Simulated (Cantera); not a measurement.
Stirred combustor or abatement burner

A perfectly stirred reactor is fed with CH4 : O2 : N2 = 1 : 4.17 : 15.7 (molar parts), equivalence ratio 0.48, at 1.09 atm; it is adiabatic with a 725 K inlet, and is followed from long to short residence time, starting on the burning branch (τ in s: 0.023, 0.011, 0.0052, 0.0025, 0.0012, 0.00058, 0.00028, 0.00013, 6.3e-05, 3e-05).

Computed with Cantera and GRI-Mech 3.0 (53 species, 325 reactions).

| τ (s) | T (K) | x CH4 | x O2 | x C2H2 | x NO2 | x H2O2 | x OH |
|---|---|---|---|---|---|---|---|
| 0.023 | 1774 | 2.33e-5 | 0.104 | 1.08e-9 | 2.41e-8 | 1.11e-7 | 0.00155 |
| 0.011 | 1767 | 3.72e-5 | 0.104 | 1.51e-9 | 1.89e-8 | 1.50e-7 | 0.00191 |
| 0.0052 | 1757 | 6.01e-5 | 0.104 | 2.07e-9 | 1.38e-8 | 2.02e-7 | 0.00234 |
| 0.0025 | 1741 | 9.73e-5 | 0.104 | 2.87e-9 | 9.88e-9 | 2.71e-7 | 0.00281 |
| 0.0012 | 1717 | 0.000163 | 0.105 | 4.26e-9 | 7.08e-9 | 3.64e-7 | 0.00325 |
| 0.00058 | 1682 | 0.000287 | 0.106 | 7.34e-9 | 5.12e-9 | 4.95e-7 | 0.00358 |
| 0.00028 | 1631 | 0.000573 | 0.109 | 1.72e-8 | 3.51e-9 | 6.96e-7 | 0.00362 |
| 0.00013 | 1526 | 0.00198 | 0.118 | 1.43e-7 | 1.72e-9 | 1.18e-6 | 0.00254 |
| 6.3e-5 | 725 | 0.0479 | 0.200 | <1e-12 | <1e-12 | <1e-12 | <1e-12 |
| 3.0e-5 | 725 | 0.0479 | 0.200 | <1e-12 | <1e-12 | <1e-12 | <1e-12 |
x: mole fraction; the columns are a selection and need not sum to one.
